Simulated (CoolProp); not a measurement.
Properties of hydrogen chloride at several states.

Computed with CoolProp (reference Helmholtz-energy equation of state, Thol 2018).

```
T (K)  p (kPa)   phase  cv (kJ/(kg K))  Joule-Thomson coefficient (K/MPa)  expansivity (1/kK)
-----  -------  ------  --------------  ---------------------------------  ------------------
449.4      609     gas          0.5758                              6.733               2.298
324.5      580     gas          0.5886                              12.78               3.349
574.6       11     gas          0.5808                              4.425               1.741
598.8     3590     gas          0.5876                              3.813               1.815
172.2    14800  liquid           1.089                            -0.3411               1.794
```
